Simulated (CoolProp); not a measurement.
Benzene along the isobar 9.31 bar: density (kg/m³) from the reference equation and from simpler models built on Tc = 562.0 K, pc = 49.06 bar, ω = 0.211; each cubic takes its own stable root.

Model: reference Helmholtz-energy equation of state, Thol 2012, in CoolProp.

```
T (K)  phase  reference
-----  -----  ---------
480.4    gas      20.71
491.2    gas      20.03
501.9    gas      19.42
512.6    gas      18.85
523.4    gas      18.32
534.1    gas      17.83
544.8    gas      17.37
555.6    gas      16.94
566.3    gas      16.54
577.1    gas      16.15
587.8    gas      15.79
598.5    gas      15.45
609.3    gas      15.12
620      gas      14.81
```

### Question
How far does each simpler model (ideal gas, van der Waals, Redlich-Kwong, Soave-Redlich-Kwong, Peng-Robinson) lie from the reference over these 14 states: mean and median of the absolute difference, and the worst?

### Answer
- ideal gas: mean 7.7 %, median 7.3 %, worst -12.1 % at 480.4 K and 9.31 bar
- van der Waals: mean 1.4 %, median 1.1 %, worst -3.5 % at 480.4 K and 9.31 bar
- Redlich-Kwong: mean 0.4 %, median 0.2 %, worst -1.2 % at 480.4 K and 9.31 bar
- Soave-Redlich-Kwong: mean 0.1 %, median 0.1 %, worst -0.5 % at 480.4 K and 9.31 bar
- Peng-Robinson: mean 0.7 %, median 0.7 %, worst +0.8 % at 555.6 K and 9.31 bar
